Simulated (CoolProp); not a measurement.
Properties of ammonia along the isobar 16.7 MPa (Tc = 405.6 K, pc = 11.36 MPa, ω = 0.256).

Model: reference Helmholtz-energy equation of state, Gao 2020, in CoolProp.

| T (K) | phase | cv (kJ/(kg K)) | viscosity (µPa s) | Prandtl number |
|---|---|---|---|---|
| 300 | liquid | 2.782 | 142 | 1.29 |
| 328.3 | liquid | 2.744 | 110 | 1.22 |
| 356.7 | liquid | 2.724 | 85.3 | 1.22 |
| 385.1 | liquid | 2.734 | 65.4 | 1.33 |
| 413.5 | supercritical | 2.859 | 45.7 | 1.90 |
| 441.8 | supercritical | 2.905 | 23.4 | 2.15 |
| 470.2 | supercritical | 2.550 | 20.7 | 1.38 |
| 498.6 | supercritical | 2.417 | 20.6 | 1.17 |
| 527 | supercritical | 2.363 | 21.2 | 1.06 |
| 555.3 | supercritical | 2.344 | 21.9 | 0.990 |
| 583.7 | supercritical | 2.344 | 22.8 | 0.952 |
| 612.1 | supercritical | 2.356 | 23.7 | 0.932 |
| 640.5 | supercritical | 2.376 | 24.7 | 0.927 |

Viscosity comes from a separate model (Fenghour 1995). Thermal conductivity comes from a separate model (Tufeu 1984).
